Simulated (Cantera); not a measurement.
Reactions in the system C-O

Standard-state values (1 bar) from the NASA 1993 polynomials, evaluated with Cantera. Values are per mole of reaction as written; species without (g) are pure solids or liquids, kept so even where they would boil at 1 bar.

3 CO2(g) ⇌ 2 O3(g) + 3 C

```tsv
T (K)	ΔH° (kJ)	ΔS° (J/K)	ΔG° (kJ)	log10 K
2025	1487.5	-127.7	1746.2	-45.04
2125	1491.0	-126.1	1758.9	-43.23
2225	1494.9	-124.3	1771.4	-41.59
2325	1499.3	-122.4	1783.8	-40.07
2425	1504.1	-120.3	1795.9	-38.68
2525	1509.3	-118.2	1807.8	-37.40
```
